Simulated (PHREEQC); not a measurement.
Consider water at 20 °C with 1.7 mmol/kgw NaHSO4 and 4.1 mmol/kgw (NH4)2CO3. Closed to the air; pH follows from the charge balance.

All values are PHREEQC results (ion-association model, wateq4f.dat), not measurements.

No solid was allowed to form.

Q: Order these S species by the share of S that they hold, largest first: SO4-2, NH4SO4-, NaSO4-.

A: SO4-2 (95 %), NH4SO4- (4.9 %), NaSO4- (0.52 %)

Q: Order these C species by the share of C that they hold, largest first: CO2, CO3-2, HCO3-.

A: HCO3- (94 %), CO3-2 (5.4 %), CO2 (0.20 %)

The pH is 9.01 and the ionic strength 0.00945 mol/kgw. Complexes and solids missing from the database can't appear.
